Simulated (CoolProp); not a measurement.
Properties of sulfur dioxide along the isobar 8.86 bar (Tc = 430.6 K, pc = 78.87 bar, ω = 0.256).

The numbers come from the reference Helmholtz-energy equation of state, Gao 2016 in CoolProp.

```csv
T (K),phase,Z,speed of sound (m/s),isothermal compressibility (1/MPa)
391.3,gas,0.9431,242.0,1.200
400.2,gas,0.9476,245.3,1.194
409.1,gas,0.9517,248.4,1.188
418,gas,0.9553,251.6,1.183
426.9,gas,0.9586,254.6,1.179
435.8,gas,0.9616,257.6,1.175
444.8,gas,0.9644,260.5,1.171
453.7,gas,0.9669,263.3,1.168
462.6,gas,0.9691,266.1,1.165
471.5,gas,0.9712,268.9,1.163
480.4,gas,0.9731,271.6,1.160
489.3,gas,0.9749,274.2,1.158
498.3,gas,0.9765,276.9,1.156
507.2,gas,0.9781,279.5,1.154
516.1,gas,0.9795,282.0,1.153
525,gas,0.9808,284.5,1.151
```
